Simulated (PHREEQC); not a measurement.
Dissolve 0.21 mol NaBr, 0.0018 mol NH4Br and 0.0035 mol NaF per kg of water at 65 °C. Closed to the air; pH follows from the charge balance.

Computed with PHREEQC (ion-association model, phreeqc.dat).

```
quantity          before    after
--------------  --------  -------
pH                  6.02     6.01
NaF (mol/kgw)   0.000191  5.91e-6
HF (mol/kgw)     6.72e-6  1.02e-5
HF2- (mol/kgw)   9.64e-8  1.56e-7
```

Q: Name the change that produced these shifts.
A. temperature from 65 to 30 °C
B. NaBr left out
C. temperature from 65 to 25 °C
D. NH4Br left out

A: B, NaBr left out

This is a speciation only: nothing precipitates in the calculation. At this temperature some constants are extrapolated from 25 °C, and those without enthalpy data are left unchanged.
